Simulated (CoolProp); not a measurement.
Properties of oxygen along the isotherm 166.7 K (Tc = 154.6 K, pc = 5046 kPa, ω = 0.022).

Computed with CoolProp (reference Helmholtz-energy equation of state, Schmidt 1985).

```csv
p (kPa),phase,speed of sound (m/s),fugacity coefficient
180,gas,245.1,0.9905
360,gas,…,0.9811
541,gas,242.7,0.9717
721,gas,241.5,0.9623
901,gas,240.4,0.9530
1080,gas,239.2,0.9437
1260,gas,237.9,0.9344
1440,gas,236.7,0.9252
1620,gas,235.5,0.9160
1800,gas,…,0.9068
1980,gas,233.0,…
2160,gas,231.7,0.8885
2340,gas,230.5,0.8793
2520,gas,229.2,0.8702
```

Q: Some entries are withheld; supply them.

A: 
- 360, speed of sound (m/s): 243.9
- 1800, speed of sound (m/s): 234.2
- 1980, fugacity coefficient: 0.8976
